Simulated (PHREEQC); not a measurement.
A solution holds 0.64 mol/kgw NaOH and 3.3e-06 mol/kgw H4SiO4, at 10 °C. Closed to the air; pH follows from the charge balance.

Equilibrium calculation in PHREEQC: ion-association model, phreeqc.dat.

```yaml
pH: 14.14
ionic_strength: 0.640 mol/kgw
activity_of_water: 0.978
specific_conductance: 74600 µS/cm
density: 1.029 g/cm³
total_alkalinity: 640 meq/kg
```

```tsv
species	molality	activity	log γ
OH-	0.640	0.396	-0.208
Na+	0.640	0.463	-0.140
H2SiO4-2	2.98e-6	6.51e-7	-0.661
H3SiO4-	3.17e-7	2.02e-7	-0.195
```

This is a speciation only: nothing precipitates in the calculation. Complexes and solids missing from the database can't appear. Away from 25 °C the constants follow the database's enthalpies or fits; those with neither stay at their 25 °C values.
